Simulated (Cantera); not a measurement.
# Thermodynamics of aluminium nitride and oxide growth, feed Al(CH3)3 + N2O + H2

Input: 1 mol Al(CH3)3, 4 mol N2O, 3.6 mol H2, at 1.00 Torr.

These are equilibrium values from Cantera (NASA tables, ideal gas, pure condensed phases), not measurements of a reactor. Candidate condensed phases: Al, AlN, Al2O3, C, C6H6, C7H8, C8H18, H2O; 148 gas species. The feed counts by its element totals alone. Mutual solubility and eutectic melting of coexisting phases are not modelled. The tables' values for AlOH are old estimates; treat these amounts as uncertain. Condensed phases not in the tables: aluminium oxynitride. Kinetics and transport are ignored.

| T (K) | x H2 | x N2 | x CO | x H2O | x H | x CO2 | x CH4 | x Al | n Al2O3(s) | n C(graphite) | n AlN(s) |
|---|---|---|---|---|---|---|---|---|---|---|---|
| 625 | 0.523 | 0.314 | 0.0163 | 0.0786 | <1e-12 | 0.0508 | 0.0176 | <1e-12 | 0.500 | 1.92 | 0 |
| 775 | 0.555 | 0.278 | 0.154 | 0.00514 | 2.02e-11 | 0.00720 | 0.000841 | <1e-12 | 0.500 | 0.666 | 0 |
| 925 | 0.555 | 0.274 | 0.171 | 0.000188 | 5.31e-9 | 0.000117 | 9.31e-5 | <1e-12 | 0.500 | 0.503 | 0 |
| 1075 | 0.555 | 0.274 | 0.171 | 1.60e-5 | 2.99e-7 | 5.31e-6 | 1.85e-5 | <1e-12 | 0.500 | 0.500 | 0 |
| 1225 | 0.555 | 0.274 | 0.171 | 2.49e-6 | 6.36e-6 | 5.23e-7 | 5.39e-6 | <1e-12 | 0.500 | 0.499 | 0 |
| 1375 | 0.555 | 0.274 | 0.171 | 5.83e-7 | 6.99e-5 | 8.70e-8 | 2.04e-6 | 1.81e-8 | 0.500 | 0.498 | 0 |
| 1525 | 0.542 | 0.257 | 0.201 | 1.05e-6 | 0.000477 | 1.45e-7 | 1.77e-7 | 5.79e-6 | 0.334 | 0 | 0.332 |
| 1675 | 0.540 | 0.256 | 0.200 | 2.02e-6 | 0.00234 | 2.26e-7 | 1.86e-8 | 0.000516 | 0.333 | 0 | 0.323 |
| 1825 | 0.519 | 0.259 | 0.194 | 4.62e-6 | 0.00869 | 4.40e-7 | 1.87e-9 | 0.0133 | 0.302 | 0 | 0 |
| 1975 | 0.505 | 0.256 | 0.192 | 5.60e-5 | 0.0266 | 4.74e-6 | 4.63e-11 | 0.0141 | 0.305 | 0 | 0 |
| 2125 | 0.473 | 0.251 | 0.188 | 0.000455 | 0.0684 | 3.60e-5 | 1.77e-12 | 0.0147 | 0.304 | 0 | 0 |
x: gas mole fraction; n: condensed amount in mol.

From 625 K to 1375 K the condensed part is Al2O3(s) + C(graphite). From 1525 K to 1675 K the condensed part is AlN(s) + Al2O3(s). From 1825 K to 2125 K the condensed part is Al2O3(s).
